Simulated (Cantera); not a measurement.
Input: 1 mol Fe₃O₄, 8 mol H₂, at 158 Torr.

Equilibrium computed with Cantera from the NASA thermochemical tables; the gas is ideal and each condensed phase is pure. Candidate condensed phases: Fe, FeO, Fe(OH)₂, Fe(OH)₃, Fe₂O₃, Fe₃O₄, H₂O; 12 gas species. Each liquid is taken as pure. Mutual solubility and eutectic melting of coexisting phases are not modelled. The tables' stoichiometric FeO is somewhat more stable than real wüstite, so its field is too wide. FeO: taken at fixed stoichiometry. Equilibrium is a limit: real reactors are often held back by kinetics, nucleation or transport.

x: gas mole fraction; n: condensed amount in mol.

```tsv
T (°C)	x H₂	x H₂O	x H	x Fe	x OH	n Fe(γ)	n FeO(s)	n Fe(δ)	n FeO(l)	n Fe(l)
1075	0.740	0.260	4.34e-6	1.94e-8	2.45e-8	1.08	1.92	0	0	0
1150	0.722	0.278	1.23e-5	1.27e-7	1.03e-7	1.23	1.77	0	0	0
1225	0.705	0.295	[?]	[?]	[?]	[?]	1.64	0	0	0
1300	0.691	0.309	7.37e-5	3.13e-6	1.19e-6	1.47	1.53	0	0	0
1375	0.678	0.322	0.000160	1.24e-5	3.42e-6	1.58	1.42	0	0	0
1450	0.682	0.318	[?]	[?]	[?]	0	0	1.54	1.46	0
1525	0.686	0.313	0.000637	0.000136	1.91e-5	0	0	1.50	1.50	0
1600	0.684	0.314	0.00116	0.000376	4.16e-5	0	0	0	1.48	1.52
1675	0.680	0.317	0.00203	0.000953	8.57e-5	0	0	0	1.46	1.53
1750	0.676	0.318	0.00341	0.00224	0.000167	0	0	0	1.44	1.54
```

### Question
Some entries are withheld; supply them.

### Answer

- 1225, x H: 3.15e-5
- 1225, x Fe: 6.84e-7
- 1225, x OH: 3.73e-7
- 1225, n Fe(γ): 1.36
- 1450, x H: 0.000329
- 1450, x Fe: 4.35e-5
- 1450, x OH: 8.39e-6
